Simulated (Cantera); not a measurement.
Feed: 1 mol Fe, 0.045 mol Cl2, 0.24 mol N2, held at 0.100 bar.

Method: chemical equilibrium by Gibbs-energy minimisation in Cantera with the NASA 1993 tables (ideal gas, pure condensed phases). Candidate condensed phases: Fe, FeCl2, FeCl3; 10 gas species. Kinetics and transport are ignored.

At 873 K, list the 3 most abundant gas species with their mole fractions, and the condensed phases.

N2 0.988, FeCl2 0.0101, Fe2Cl4 0.00144. Condensed: Fe(α) + FeCl2(s).
